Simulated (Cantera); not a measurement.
**SiC + C + N2 (sublimation and decomposition of ceramics)**

A closed system holds: 1 mol SiC, 0.047 mol C, 0.013 mol N2, equilibrated at 2948 K and 2.20 mbar.

Method: chemical equilibrium by Gibbs-energy minimisation in Cantera with the NASA 1993 tables (ideal gas, pure condensed phases). Candidate condensed phases: C, Si, SiC, Si3N4; 20 gas species. The tables' values for SiN are old estimates; treat these amounts as uncertain. Rates play no part.

```json
{
  "x(Si)": "0.538",
  "x(SiC2)": "0.355",
  "x(C3)": "0.0650",
  "x(C)": "0.0130",
  "x(N2)": "0.00937",
  "x(C2)": "0.00702",
  "x(Si2C)": "0.00469",
  "x(CN)": "0.00462",
  "x(SiC)": "0.00156",
  "gas_amount": "1.105 mol",
  "log10 activity of C(graphite) (absent)": "-0.03",
  "log10 activity of Si(l) (absent)": "-1.83"
}
```
